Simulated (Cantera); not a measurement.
A freely propagating, adiabatic, planar premixed flame of CO : H2 : CH4 : O2 : N2 : H2O = 1 : 1.1 : 0.064 : 0.982 : 3.69 : 0.39 (molar parts), unburnt at 623 K and 0.132 atm; mixture-averaged transport, grid criteria slope 0.08 and curve 0.16, no radiation.

Computed with Cantera and GRI-Mech 3.0 (53 species, 325 reactions). Burning velocities carry a grid error of a few per cent, more on coarse grids.

x: mole fraction of selected species; z is measured from the peak of heat release.

| z (mm) | T (K) | u (m/s) | x CO | x H2 | x CH4 | x HO2 | x OH | x CH3 |
|---|---|---|---|---|---|---|---|---|
| -15.1 | 623 | 4.54 | 0.138 | 0.152 | 0.00886 | <1e-8 | <1e-8 | <1e-8 |
| -10.1 | 623 | 4.54 | 0.138 | 0.152 | 0.00886 | <1e-8 | <1e-8 | <1e-8 |
| -7.55 | 623 | 4.54 | 0.138 | 0.152 | 0.00886 | 4.65e-8 | <1e-8 | <1e-8 |
| -5.03 | 623 | 4.54 | 0.138 | 0.152 | 0.00886 | 3.32e-6 | 1.20e-8 | 4.05e-8 |
| -2.52 | 638 | 4.64 | 0.138 | 0.150 | 0.00886 | (withheld) | (withheld) | (withheld) |
| -1.26 | 757 | 5.46 | 0.137 | 0.134 | 0.00869 | 3.98e-5 | 0.000297 | 1.58e-5 |
| 0 | 1117 | 7.98 | 0.133 | 0.0795 | 0.00296 | 1.75e-5 | 0.00229 | 0.000101 |
| 1.26 | 1355 | 9.62 | 0.109 | 0.0343 | 1.70e-5 | 6.27e-6 | 0.00610 | 1.63e-6 |
| 2.52 | 1464 | 10.3 | 0.0866 | 0.0315 | 4.71e-8 | 3.98e-6 | 0.00799 | <1e-8 |
| 5.03 | 1586 | 11.0 | 0.0677 | 0.0354 | <1e-8 | (withheld) | (withheld) | <1e-8 |
| 10.1 | 1711 | 11.8 | 0.0656 | 0.0361 | <1e-8 | 2.03e-6 | 0.0118 | <1e-8 |
| 20.1 | 1844 | 12.5 | 0.0681 | 0.0345 | <1e-8 | 1.57e-6 | 0.0132 | <1e-8 |
| 40.3 | 1983 | 13.3 | 0.0684 | 0.0317 | <1e-8 | 1.17e-6 | 0.0139 | <1e-8 |

What belongs in the gaps?


- -2.52, x HO2: 5.79e-5
- -2.52, x OH: 4.49e-5
- -2.52, x CH3: 5.42e-6
- 5.03, x HO2: 2.65e-6
- 5.03, x OH: 0.0100
